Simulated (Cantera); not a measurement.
## Thermodynamics of sublimation and decomposition of ceramics, feed BN + H2

A closed system holds: 1 mol BN, 0.98 mol H2, held at 1877 °C.

Equilibrium computed with Cantera from the NASA thermochemical tables; the gas is ideal and each condensed phase is pure. Candidate condensed phases: B, BN; 15 gas species. Mutual solubility and eutectic melting of coexisting phases are not modelled. The tables' values for BH2 are old estimates; treat these amounts as uncertain. Gases not in the tables: B2H6 and higher boranes. Kinetics and transport are ignored.

```json
[
 {"P (Pa)": "1", "log p H2": "-5.83", "log p H": "-5.29", "log p N2": "-5.69", "log p B": "-5.87", "log p BH2": "-8.82", "n B(s)": "0.669", "n BN(s)": "0"},
 {"P (Pa)": "10", "log p H2": "-4.37", "log p H": "-4.56", "log p N2": "-4.54", "log p B": "-5.87", "log p BH2": "-7.35", "n B(s)": "0.975", "n BN(s)": "0"},
 {"P (Pa)": "100", "log p H2": "-3.24", "log p H": "-3.99", "log p N2": "-3.49", "log p B": "-5.87", "log p BH2": "-6.22", "n B(s)": "0.997", "n BN(s)": "0"},
 {"P (Pa)": "1000", "log p H2": "-2.06", "log p H": "-3.41", "log p N2": "-3.03", "log p B": "-5.87", "log p BH2": "-5.05", "n B(s)": "0.208", "n BN(s)": "0.791"},
 {"P (Pa)": "10000", "log p H2": "-1.01", "log p H": "-2.88", "log p N2": "-3.03", "log p B": "-5.87", "log p BH2": "-3.99", "n B(s)": "0.0177", "n BN(s)": "0.981"},
 {"P (Pa)": "100000", "log p H2": "0.00", "log p H": "-2.38", "log p N2": "-3.03", "log p B": "-5.87", "log p BH2": "-2.99", "n B(s)": "0.000785", "n BN(s)": "0.998"},
 {"P (Pa)": "1000000", "log p H2": "1.00", "log p H": "-1.88", "log p N2": "-2.49", "log p B": "-6.14", "log p BH2": "-2.25", "n B(s)": "0", "n BN(s)": "0.999"}
]
```
log p: log10 of the partial pressure in bar; n: condensed amount in mol.

From 1.00 Pa to 100 Pa the condensed part is B(s). From 1000 Pa to 100000 Pa the condensed part is B(s) + BN(s). At 1000000 Pa the condensed part is BN(s).
